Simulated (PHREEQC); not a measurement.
A solution holds 0.096 mol CaBr2 per kg of water, at 25 °C. Closed to the air; pH follows from the charge balance.

The numbers come from PHREEQC with the Pitzer model, pitzer.dat.

This is a speciation only: nothing precipitates in the calculation.

Predict the specific conductance.

specific conductance 17600 µS/cm.

Species that the database lacks are ignored.
